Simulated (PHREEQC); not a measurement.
Consider water at 25 °C with 180 mmol/kgw HF, 0.034 mmol/kgw NH4F, 0.38 mmol/kgw H4SiO4 and 0.17 mmol/kgw H3PO4. Closed to the air; pH follows from the charge balance.

The numbers come from PHREEQC with the ion-association model, wateq4f.dat.

- pH: 1.98
- ionic strength: 0.0119 mol/kgw
- total alkalinity: -180 meq/kg

```json
[
 {"species": "HF", "molality": "0.106", "activity": "0.106", "log γ": "0.001"},
 {"species": "H2F2", "molality": "0.0292", "activity": "0.0293", "log γ": "0.001"},
 {"species": "H+", "molality": "0.0115", "activity": "0.0104", "log γ": "-0.042"},
 {"species": "F-", "molality": "0.00760", "activity": "0.00678", "log γ": "-0.049"},
 {"species": "HF2-", "molality": "0.00309", "activity": "0.00276", "log γ": "-0.049"},
 {"species": "SiF6-2", "molality": "0.000380", "activity": "0.000246", "log γ": "-0.189"}
]
```

Precipitation was switched off in this run. wateq4f.dat counts part of the HF as a dimer, H2F2, which phreeqc.dat doesn't know; its constant is uncertain. H3PO4, which wateq4f.dat lacks, is added to it with the constant of phreeqc.dat. SiF6-2 is the database's only silicon fluoride.
